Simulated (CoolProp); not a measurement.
Carbon dioxide along the isotherm -6.05 °C: fugacity coefficient from the reference equation and from simpler models built on Tc = 31.0 °C, pc = 7377 kPa, ω = 0.224; each cubic takes its own stable root.

The numbers come from the reference Helmholtz-energy equation of state, Span 1996 in CoolProp.

```
p (kPa)   phase  reference
-------  ------  ---------
922         gas     0.9347
1840        gas     0.8701
2770        gas     0.8039
3690     liquid     0.6433
4610     liquid     0.5247
5530     liquid     0.4456
6460     liquid     0.3887
7380     liquid     0.3466
8300     liquid     0.3139
9220     liquid     0.2878
10100    liquid     0.2673
11100    liquid     0.2481
```

**Question.** How far does each simpler model (van der Waals, Soave-Redlich-Kwong) lie from the reference over these 12 states: mean and median of the absolute difference, and the worst?

**Answer.** 
- van der Waals: mean 30.8 %, median 39.0 %, worst +47.0 % at -6.05 °C and 11100 kPa
- Soave-Redlich-Kwong: mean 1.9 %, median 2.1 %, worst +3.3 % at -6.05 °C and 11100 kPa

At some of these states van der Waals gives the other phase, because its saturation line lies elsewhere.
